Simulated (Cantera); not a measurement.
Input: 1 mol Al₂O₃, 0.011 mol C, 6.9 mol N₂, equilibrated at 2800 K and 5180 Torr.

These are equilibrium values from Cantera (NASA tables, ideal gas, pure condensed phases), not measurements of a reactor. Candidate condensed phases: Al, AlN, Al₂O₃, C; 32 gas species. Rates play no part.

Base state: N₂ 0.997, CO 0.00159, Al 0.000551, Al₂O 0.000382, AlO 4.23e-5, NO 1.47e-5 (mole fractions); condensed: Al₂O₃(l).

Task: What changes in the equilibrium state with this change: pressure from 5180 Torr to 100 Torr?

Result: 
```json
[
 {"species": "N₂", "before": "0.997", "after": "0.994"},
 {"species": "Al", "before": "0.000551", "after": "0.00159"},
 {"species": "CO", "before": "0.00159", "after": "0.00155"},
 {"species": "O", "before": "3.36e-6", "after": "0.00119"},
 {"species": "O₂", "before": "2.65e-8", "after": "6.43e-5"},
 {"species": "NO", "before": "1.47e-5", "after": "0.000723"},
 {"species": "AlO", "before": "4.23e-5", "after": "0.000836"},
 {"species": "Al₂O₂", "before": "1.62e-6", "after": "1.22e-5"},
 {"species": "Al₂O₃(l), mol", "before": "0.995", "after": "0.989"}
]
```
